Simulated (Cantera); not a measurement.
An isothermal, constant-pressure homogeneous reactor starts with CH₄ : CO₂ = 1 : 0.42 (molar parts), at 1425 K and 1.01 bar.

Cantera simulation using GRI-Mech 3.0 (53 species, 325 reactions); the numbers are that mechanism's predictions, not measurements. GRI-Mech 3.0 stops at C3 and has no aromatics, soot or wall deposition, so with more carbon than oxygen in the feed, carbon stays in small species such as C2H2 where larger ones or solid carbon would form.

Q: Predict: x(CH₄) at 50.0 s; x(CO₂) at 50.0 s; x(CH₃) at 50.0 s; x(CH₂CO) at 50.0 s; x(C₂H) at 50.0 s; x(H₂O) at 50.0 s.

A: 
```
Item                                                   Value
------------------  ----------------------------------------
x(CH₄) at 50.0 s         0.147 (gas-phase equilibrium 0.132)
x(CO₂) at 50.0 s      0.0223 (gas-phase equilibrium 1.01e-6)
x(CH₃) at 50.0 s     3.20e-5 (gas-phase equilibrium 2.61e-5)
x(CH₂CO) at 50.0 s   6.22e-6 (gas-phase equilibrium 9.28e-7)
x(C₂H) at 50.0 s    1.06e-9 (gas-phase equilibrium 4.44e-10)
x(H₂O) at 50.0 s      0.0781 (gas-phase equilibrium 3.24e-6)
```
